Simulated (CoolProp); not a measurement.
Hexamethyldisiloxane (MM) along the isobar 0.976 MPa: fugacity coefficient from the reference equation and from simpler models built on Tc = 245.6 °C, pc = 1.931 MPa, ω = 0.418; each cubic takes its own stable root.

Values from CoolProp's reference Helmholtz-energy equation of state, Thol 2016.

```json
[
 {"T (°C)": "141.75", "phase": "liquid", "reference": "0.2779", "van der Waals": "?", "Redlich-Kwong": "0.4292", "Soave-Redlich-Kwong": "0.2855", "Peng-Robinson": "0.2789"},
 {"T (°C)": "158.85", "phase": "liquid", "reference": "0.3852", "van der Waals": "0.7250", "Redlich-Kwong": "0.5420", "Soave-Redlich-Kwong": "0.3972", "Peng-Robinson": "0.3872"},
 {"T (°C)": "175.95", "phase": "liquid", "reference": "0.5139", "van der Waals": "0.7869", "Redlich-Kwong": "0.6652", "Soave-Redlich-Kwong": "0.5309", "Peng-Robinson": "0.5169"},
 {"T (°C)": "193.05", "phase": "liquid", "reference": "0.6621", "van der Waals": "0.8059", "Redlich-Kwong": "0.7704", "Soave-Redlich-Kwong": "0.6836", "Peng-Robinson": "0.6654"},
 {"T (°C)": "210.15", "phase": "gas", "reference": "0.7721", "van der Waals": "0.8225", "Redlich-Kwong": "?", "Soave-Redlich-Kwong": "0.7827", "Peng-Robinson": "0.7670"},
 {"T (°C)": "227.25", "phase": "gas", "reference": "0.7995", "van der Waals": "0.8371", "Redlich-Kwong": "0.8137", "Soave-Redlich-Kwong": "0.8086", "Peng-Robinson": "0.7930"},
 {"T (°C)": "244.25", "phase": "gas", "reference": "0.8224", "van der Waals": "0.8500", "Redlich-Kwong": "0.8311", "Soave-Redlich-Kwong": "0.8308", "Peng-Robinson": "0.8153"},
 {"T (°C)": "261.35", "phase": "gas", "reference": "0.8421", "van der Waals": "?", "Redlich-Kwong": "0.8465", "Soave-Redlich-Kwong": "0.8502", "Peng-Robinson": "0.8349"},
 {"T (°C)": "278.45", "phase": "gas", "reference": "0.8591", "van der Waals": "0.8721", "Redlich-Kwong": "0.8601", "Soave-Redlich-Kwong": "0.8673", "Peng-Robinson": "0.8522"},
 {"T (°C)": "295.55", "phase": "gas", "reference": "0.8741", "van der Waals": "0.8815", "Redlich-Kwong": "0.8722", "Soave-Redlich-Kwong": "0.8823", "Peng-Robinson": "0.8675"},
 {"T (°C)": "312.65", "phase": "gas", "reference": "0.8872", "van der Waals": "0.8901", "Redlich-Kwong": "0.8830", "Soave-Redlich-Kwong": "0.8956", "Peng-Robinson": "0.8810"},
 {"T (°C)": "329.75", "phase": "gas", "reference": "0.8989", "van der Waals": "0.8978", "Redlich-Kwong": "0.8927", "Soave-Redlich-Kwong": "?", "Peng-Robinson": "0.8932"},
 {"T (°C)": "346.85", "phase": "gas", "reference": "0.9092", "van der Waals": "0.9049", "Redlich-Kwong": "0.9015", "Soave-Redlich-Kwong": "0.9180", "Peng-Robinson": "0.9040"}
]
```

Q: Fill in the missing entries.

A: 
- 141.75, van der Waals: 0.6291
- 210.15, Redlich-Kwong: 0.7937
- 261.35, van der Waals: 0.8617
- 329.75, Soave-Redlich-Kwong: 0.9074

At some of these states van der Waals, Redlich-Kwong gives the other phase, because its saturation line lies elsewhere.
